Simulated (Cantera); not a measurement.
Input: 1 mol Si(CH₃)₄, 0.012 mol CH₄, 1.6 mol H₂, equilibrated at 1.00 Torr.

These are equilibrium values from Cantera (NASA tables, ideal gas, pure condensed phases), not measurements of a reactor. Candidate condensed phases: C, C₆H₆, C₇H₈, C₈H₁₈, Si, SiC; 87 gas species. Gases not in the tables: Si₂H₆ and higher silanes. The numbers say what is thermodynamically allowed, not how fast it happens.

Q: Which condensed phases are stable at each of these points (T (K)): 950, 1150, 1350, 1550, 1750, 1950, 2150, 2350, 2550?

A: 
```csv
T (K),condensed phases,Si condensed (%)
950,C(graphite) + SiC(s),100.0
1150,C(graphite) + SiC(s),100.0
1350,C(graphite) + SiC(s),100.0
1550,C(graphite) + SiC(s),100.0
1750,C(graphite) + SiC(s),100.0
1950,C(graphite) + SiC(s),99.3
2150,C(graphite) + SiC(s),84.8
2350,C(graphite),0.0
2550,C(graphite),0.0
```

From 950 K to 2150 K the condensed part is C(graphite) + SiC(s). From 2350 K to 2550 K the condensed part is C(graphite).
